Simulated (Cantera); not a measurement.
Feed: 1 mol Ti, a varied amount of H₂, held at 2175 K and 1.70 mbar.

Method: chemical equilibrium by Gibbs-energy minimisation in Cantera with the NASA 1993 tables (ideal gas, pure condensed phases). Candidate condensed phases: Ti; 3 gas species. The numbers say what is thermodynamically allowed, not how fast it happens.

Question: At 41 mol H₂, list the 3 most abundant gas species with their mole fractions, and the condensed phases.

Answer: H₂ 0.867, H 0.110, Ti 0.0225. Condensed: gas only.
